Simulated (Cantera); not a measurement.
SiHCl3 + C2H4 + H2 (silicon carbide growth)

Charge: 1 mol SiHCl3, 1.2 mol C2H4, 180 mol H2, equilibrated at 900 K.

Cantera equilibrium calculation (NASA polynomials, part measured and part estimated; ideal gas, pure solids and liquids). Candidate condensed phases: C, C6H6, C7H8, C8H18, Si, SiC; 109 gas species. The numbers say what is thermodynamically allowed, not how fast it happens.

From 100 Pa to 1300 Pa the condensed part is C(graphite) + SiC(s). From 3200 Pa to 100000 Pa the condensed part is SiC(s). The main Si-bearing gas is SiCl4 throughout. The share of Si in condensed phases is highest at 100 Pa (100.0 %) and lowest at 100000 Pa (51.8 %).

```json
[
 {"P (Pa)": "100", "x H2": "0.983", "x HCl": "0.0163", "x CH4": "0.000302", "x SiCl4": "2.17e-6", "x SiHCl3": "3.72e-7", "n C(graphite)": "1.34", "n SiC(s)": "1.000"},
 {"P (Pa)": "240", "x H2": "0.983", "x HCl": "0.0163", "x CH4": "0.000724", "x SiCl4": "5.20e-6", "x SiHCl3": "8.93e-7", "n C(graphite)": "1.27", "n SiC(s)": "0.999"},
 {"P (Pa)": "560", "x H2": "0.982", "x HCl": "0.0162", "x CH4": "0.00169", "x SiCl4": "1.21e-5", "x SiHCl3": "2.08e-6", "n C(graphite)": "1.09", "n SiC(s)": "0.997"},
 {"P (Pa)": "1300", "x H2": "0.980", "x HCl": "0.0162", "x CH4": "0.00390", "x SiCl4": "2.80e-5", "x SiHCl3": "4.81e-6", "n C(graphite)": "0.691", "n SiC(s)": "0.994"},
 {"P (Pa)": "3200", "x H2": "0.976", "x HCl": "0.0160", "x CH4": "0.00775", "x SiCl4": "8.16e-5", "x SiHCl3": "1.41e-5", "n C(graphite)": "0", "n SiC(s)": "0.982"},
 {"P (Pa)": "7500", "x H2": "0.977", "x HCl": "0.0149", "x CH4": "0.00804", "x SiCl4": "0.000324", "x SiHCl3": "6.03e-5", "n C(graphite)": "0", "n SiC(s)": "0.929"},
 {"P (Pa)": "18000", "x H2": "0.978", "x HCl": "0.0125", "x CH4": "0.00870", "x SiCl4": "0.000844", "x SiHCl3": "0.000188", "n C(graphite)": "0", "n SiC(s)": "0.811"},
 {"P (Pa)": "42000", "x H2": "0.979", "x HCl": "0.00951", "x CH4": "0.00952", "x SiCl4": "0.00142", "x SiHCl3": "0.000414", "n C(graphite)": "0", "n SiC(s)": "0.663"},
 {"P (Pa)": "100000", "x H2": "0.980", "x HCl": "0.00672", "x CH4": "0.0103", "x SiCl4": "0.00185", "x SiHCl3": "0.000765", "n C(graphite)": "0", "n SiC(s)": "0.518"}
]
```
x: gas mole fraction; n: condensed amount in mol.
